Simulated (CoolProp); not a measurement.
A simple Rankine cycle with R123: condensing at 324.15 K, boiler at 2.53 MPa, turbine inlet 436.1 K, turbine efficiency 0.65, pump efficiency 0.6, no recuperator. Each further row changes one setting.

Computed with CoolProp (reference Helmholtz-energy equation of state, Younglove 1994). It is a modified Benedict-Webb-Rubin equation, recast in Helmholtz form.

```tsv
case	thermal efficiency (%)	net work (kJ/kg)	heat in (kJ/kg)	turbine exit temperature (K)	volume ratio over the turbine
as stated	11.4	24.2	211	___	15.2
turbine inlet 456.1 K	11.7	27.5	236	387.0	13.5
condensing temperature 316.15 K	12.3	27.0	220	355.1	19.5
boiler pressure 1.77 MPa	10.5	23.9	___	381.3	___
turbine efficiency 0.55	9.5	20.0	211	___	15.5
```

Problem. Complete the blanks.

Solution. 
- as stated, turbine exit temperature (K): 359.9
- boiler pressure 1.77 MPa, heat in (kJ/kg): 228
- boiler pressure 1.77 MPa, volume ratio over the turbine: 8.89
- turbine efficiency 0.55, turbine exit temperature (K): 365.2
